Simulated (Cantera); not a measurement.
## Pyrogenic steam for wet oxidation

A perfectly stirred reactor is fed with 54.0 % H2, 28.4 % O2, 17.6 % N2, at 1.00 bar; it is held at 898 K, and followed from long to short residence time.

Detailed kinetics in Cantera: the H2/O2 subset of GRI-Mech 3.0, which has no nitrogen chemistry. Below about 950 K walls govern HO2 and H2O2 in real vessels. The temperature is held fixed by assumption; the heat of reaction is taken as removed at once.

```json
[
 {"τ (s)": "1.6", "x H2": "0.411", "x O2": "0.220", "x O": "1.30e-8", "x H": "1.39e-7", "x HO2": "5.98e-5", "x OH": "2.07e-8", "x H2O2": "0.00203"},
 {"τ (s)": "0.64", "x H2": "0.485", "x O2": "0.256", "x O": "1.69e-8", "x H": "1.81e-7", "x HO2": "5.84e-5", "x OH": "1.80e-8", "x H2O2": "0.00205"},
 {"τ (s)": "0.25", "x H2": "0.521", "x O2": "0.274", "x O": "1.86e-8", "x H": "1.98e-7", "x HO2": "5.36e-5", "x OH": "1.48e-8", "x H2O2": "0.00165"},
 {"τ (s)": "0.097", "x H2": "0.536", "x O2": "0.282", "x O": "1.26e-8", "x H": "1.33e-7", "x HO2": "4.07e-5", "x OH": "7.92e-9", "x H2O2": "0.000854"},
 {"τ (s)": "0.038", "x H2": "0.539", "x O2": "0.284", "x O": "2.51e-9", "x H": "2.63e-8", "x HO2": "1.68e-5", "x OH": "1.18e-9", "x H2O2": "0.000124"},
 {"τ (s)": "0.015", "x H2": "0.540", "x O2": "0.284", "x O": "3.76e-10", "x H": "3.95e-9", "x HO2": "4.77e-6", "x OH": "1.30e-10", "x H2O2": "9.46e-6"},
 {"τ (s)": "0.0058", "x H2": "0.540", "x O2": "0.284", "x O": "1.46e-11", "x H": "1.54e-10", "x HO2": "2.03e-7", "x OH": "3.96e-12", "x H2O2": "1.17e-7"}
]
```
x: mole fraction; the columns are a selection and need not sum to one.
